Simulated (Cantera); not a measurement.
An isothermal plug-flow reactor at 725 K and 2.00 bar (inlet), inlet velocity 0.25 m/s, active area per volume 200 1/m; feed CO : O₂ : N₂ : H₂O = 0.011 : 0.11 : 0.79 : 0.049 (molar parts).

Computed with Cantera and Deutschmann's 1995 Pt surface mechanism with GRI-Mech 3.0 gas chemistry. Catalytic surfaces can have several steady states; this one follows from the mechanism file's or the stated starting coverage. Mass transfer to the wall is taken as infinitely fast.

What does this change do: area per volume 200 to 79 1/m?


```csv
quantity,before,after
x(CO) at z = 0.0074 m,0.00400,0.00495
x(O₂) at z = 0.0074 m,0.111,0.112
x(H₂O) at z = 0.0074 m,0.0512,0.0512
x(CO₂) at z = 0.0074 m,0.00750,0.00655
θ(free Pt) at the exit,0.0127,0.0157
θ(O*) at the exit,0.981,0.976
θ(OH*) at the exit,0.00590,0.00656
```

What does this change do: temperature 725 to 525 K?


| quantity | before | after |
|---|---|---|
| x(CO) at z = 0.0074 m | 0.00400 | 0.0114 |
| x(O₂) at z = 0.0074 m | 0.111 | 0.115 |
| x(H₂O) at z = 0.0074 m | 0.0512 | 0.0510 |
| x(CO₂) at z = 0.0074 m | 0.00750 | 2.31e-5 |
| θ(free Pt) at the exit | 0.0127 | 0.00137 |
| θ(O*) at the exit | 0.981 | 0.0189 |
| θ(OH*) at the exit | 0.00590 | 0.00153 |
